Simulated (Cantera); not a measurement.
**Equilibrium for hydrogen reduction and annealing atmospheres: FeS₂ + H₂ + H₂O**

Feed: 1 mol FeS₂, a varied amount of H₂, 2.6 mol H₂O, equilibrated at 2075 K and 0.315 Torr.

Equilibrium computed with Cantera from the NASA thermochemical tables; the gas is ideal and each condensed phase is pure. Candidate condensed phases: Fe, FeO, Fe(OH)₂, Fe(OH)₃, FeS, FeSO₄, FeS₂, Fe₂O₃, Fe₂(SO₄)₃, Fe₃O₄, H₂O, H₂SO₄, S; 22 gas species. The numbers say what is thermodynamically allowed, not how fast it happens.

```json
[
 {"n(H₂) (mol)": "0.83", "x H₂": "0.347", "x Fe": "0.154", "x H₂O": "0.142", "x H": "0.0765", "x SO": "0.106", "x SO₂": "0.0755", "x S": "0.0473", "x S₂": "0.0361"},
 {"n(H₂) (mol)": "1.7", "x H₂": "0.395", "x Fe": "0.135", "x H₂O": "0.143", "x H": "0.0817", "x SO": "0.0911", "x SO₂": "0.0576", "x S": "0.0459", "x S₂": "0.0339"},
 {"n(H₂) (mol)": "3.5", "x H₂": "0.472", "x Fe": "0.108", "x H₂O": "0.139", "x H": "0.0893", "x SO": "0.0690", "x SO₂": "0.0353", "x S": "0.0429", "x S₂": "0.0296"},
 {"n(H₂) (mol)": "7.1", "x H₂": "0.570", "x Fe": "0.0766", "x H₂O": "0.121", "x H": "0.0981", "x SO": "0.0438", "x SO₂": "0.0162", "x S": "0.0377", "x S₂": "0.0229"},
 {"n(H₂) (mol)": "15", "x H₂": "0.676", "x Fe": "0.0467", "x H₂O": "0.0887", "x H": "0.107", "x SO": "0.0214", "x SO₂": "0.00488", "x S": "0.0298", "x S₂": "0.0143"},
 {"n(H₂) (mol)": "30", "x H₂": "0.756", "x Fe": "0.0268", "x H₂O": "0.0572", "x H": "0.113", "x SO": "0.00895", "x SO₂": "0.00118", "x S": "0.0216", "x S₂": "0.00748"},
 {"n(H₂) (mol)": "61", "x H₂": "0.810", "x Fe": "0.0142", "x H₂O": "0.0328", "x H": "0.117", "x SO": "0.00312", "x SO₂": "0.000220", "x S": "0.0140", "x S₂": "0.00317"},
 {"n(H₂) (mol)": "120", "x H₂": "0.841", "x Fe": "0.00750", "x H₂O": "0.0181", "x H": "0.119", "x SO": "0.00102", "x SO₂": "3.81e-5", "x S": "0.00862", "x S₂": "0.00120"}
]
```
x: gas mole fraction; nothing condenses.

From 0.83 mol H₂ to 120 mol H₂ nothing is condensed. The main Fe-bearing gas is Fe throughout.
